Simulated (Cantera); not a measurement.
An adiabatic, constant-volume homogeneous reactor starts with 3.35 % CH4, 20.3 % O2, 76.4 % N2, equivalence ratio 0.33, at 1773 K and 2.70 bar.

Computed with Cantera and GRI-Mech 3.0 (53 species, 325 reactions).

x: mole fraction; the columns are a selection and need not sum to one.

| t (s) | T (K) | P (bar) | x CH4 | x O2 | x CO | x NO | x C2H6 | x H2 | x H2O2 |
|---|---|---|---|---|---|---|---|---|---|
| 1.00e-6 | 1773 | 2.70 | 0.0335 | 0.203 | 1.11e-9 | <1e-12 | 3.14e-10 | 7.89e-7 | 6.52e-9 |
| 2.39e-6 | 1773 | 2.70 | 0.0335 | 0.203 | 1.35e-8 | 1.19e-12 | 6.43e-9 | 2.14e-6 | 1.96e-8 |
| 5.72e-6 | 1773 | 2.70 | 0.0334 | 0.203 | 1.81e-7 | 4.30e-12 | 1.20e-7 | 6.09e-6 | 5.29e-8 |
| 1.37e-5 | 1773 | 2.70 | 0.0332 | 0.203 | 3.78e-6 | 2.03e-11 | 2.62e-6 | 2.33e-5 | 1.50e-7 |
| 3.27e-5 | 1780 | 2.71 | 0.0312 | 0.201 | 0.000283 | 2.32e-10 | 0.000103 | 0.000344 | 1.06e-6 |
| 7.82e-5 | 2483 | 3.82 | <1e-12 | 0.131 | ___ | ___ | <1e-12 | ___ | ___ |
| 0.000187 | 2564 | 3.93 | <1e-12 | 0.132 | 0.00224 | 0.000674 | <1e-12 | 0.000694 | 3.56e-7 |
| 0.000447 | 2562 | 3.92 | <1e-12 | 0.132 | 0.00221 | ___ | <1e-12 | 0.000686 | 3.54e-7 |
| 0.00107 | 2557 | 3.92 | <1e-12 | 0.131 | 0.00217 | 0.00427 | <1e-12 | 0.000674 | 3.49e-7 |
| 0.00256 | 2547 | 3.90 | <1e-12 | 0.129 | 0.00209 | 0.00878 | <1e-12 | 0.000653 | 3.40e-7 |
| 0.00612 | 2535 | 3.88 | <1e-12 | 0.126 | 0.00200 | 0.0145 | <1e-12 | 0.000627 | 3.28e-7 |
| 0.0146 | 2528 | 3.87 | <1e-12 | 0.124 | 0.00194 | 0.0177 | <1e-12 | 0.000612 | 3.21e-7 |
| 0.0350 | 2527 | 3.87 | <1e-12 | 0.124 | 0.00194 | 0.0181 | <1e-12 | 0.000610 | 3.21e-7 |
| 0.0836 | 2527 | 3.87 | <1e-12 | 0.124 | 0.00194 | 0.0182 | <1e-12 | 0.000610 | 3.21e-7 |
| 0.200 | 2527 | 3.87 | <1e-12 | 0.124 | 0.00194 | 0.0182 | <1e-12 | 0.000610 | 3.21e-7 |

Problem. Complete the blanks.

Solution. 
- 7.82e-5, x CO: 0.00485
- 7.82e-5, x NO: 0.000141
- 7.82e-5, x H2: 0.00136
- 7.82e-5, x H2O2: 2.55e-7
- 0.000447, x NO: 0.00181
